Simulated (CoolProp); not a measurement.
A single-stage vapour-compression cycle with ammonia: evaporating at 285.15 K (dew point), condensing at 349.15 K (bubble point), superheat 2 K, subcooling 0 K, compressor efficiency 0.75, no pressure losses. Each further row changes one setting.

Computed with CoolProp (reference Helmholtz-energy equation of state, Gao 2020).

```json
[
 {"case": "as stated", "cooling COP": "2.48", "pressure ratio": "5.76", "discharge temperature (K)": "458.6", "refrigerating effect (kJ/kg)": "901", "volumetric capacity (kJ/m³)": "4640"},
 {"case": "evaporating temperature 290.15 K", "cooling COP": "___", "pressure ratio": "___", "discharge temperature (K)": "446.3", "refrigerating effect (kJ/kg)": "___", "volumetric capacity (kJ/m³)": "___"},
 {"case": "condensing temperature 344.15 K", "cooling COP": "2.77", "pressure ratio": "5.15", "discharge temperature (K)": "445.9", "refrigerating effect (kJ/kg)": "929", "volumetric capacity (kJ/m³)": "4780"},
 {"case": "subcooling 5 K", "cooling COP": "2.56", "pressure ratio": "5.76", "discharge temperature (K)": "458.6", "refrigerating effect (kJ/kg)": "929", "volumetric capacity (kJ/m³)": "4780"},
 {"case": "superheat 12 K", "cooling COP": "___", "pressure ratio": "5.76", "discharge temperature (K)": "___", "refrigerating effect (kJ/kg)": "929", "volumetric capacity (kJ/m³)": "4550"},
 {"case": "compressor efficiency 0.65", "cooling COP": "2.15", "pressure ratio": "5.76", "discharge temperature (K)": "478.7", "refrigerating effect (kJ/kg)": "901", "volumetric capacity (kJ/m³)": "4640"}
]
```

Q: Fill in the missing entries.

A: 
- evaporating temperature 290.15 K, cooling COP: 2.80
- evaporating temperature 290.15 K, pressure ratio: 4.88
- evaporating temperature 290.15 K, refrigerating effect (kJ/kg): 906
- evaporating temperature 290.15 K, volumetric capacity (kJ/m³): 5470
- superheat 12 K, cooling COP: 2.44
- superheat 12 K, discharge temperature (K): 475.1
